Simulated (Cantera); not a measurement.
Mixture: C3H8 : O2 : N2 = 1 : 8.06 : 41.1 (molar parts), at 1000000 Pa, adiabatic and at constant volume. Ignition delay is the time to a rise of 400 K.

Computed with Cantera and GRI-Mech 3.0 (53 species, 325 reactions). GRI-Mech 3.0 was tuned for natural gas; its chemistry of propane as a main component is partial and can be far from experiment.

Q: What does this change do: constant pressure in place of constant volume?

A: 
```tsv
quantity	before	after
delay at 1300 K	0.323 ms	0.342 ms
delay at 1400 K	72.9 µs	78.6 µs
delay at 1500 K	21.7 µs	23.8 µs
delay at 1600 K	8.36 µs	9.36 µs
delay at 1700 K	3.99 µs	4.56 µs
apparent activation energy between 1600 and 1700 K	170 kJ/mol	160 kJ/mol
```

Q: What does this change do: C3H8 1 to 2.5 parts?

A: 
```json
[
 {"quantity": "delay at 1300 K", "before": "0.323 ms", "after": "0.348 ms"},
 {"quantity": "delay at 1400 K", "before": "72.9 µs", "after": "76.8 µs"},
 {"quantity": "delay at 1500 K", "before": "21.7 µs", "after": "22.6 µs"},
 {"quantity": "delay at 1600 K", "before": "8.36 µs", "after": "8.59 µs"},
 {"quantity": "delay at 1700 K", "before": "3.99 µs", "after": "4.06 µs"},
 {"quantity": "apparent activation energy between 1600 and 1700 K", "before": "170 kJ/mol", "after": "170 kJ/mol"}
]
```
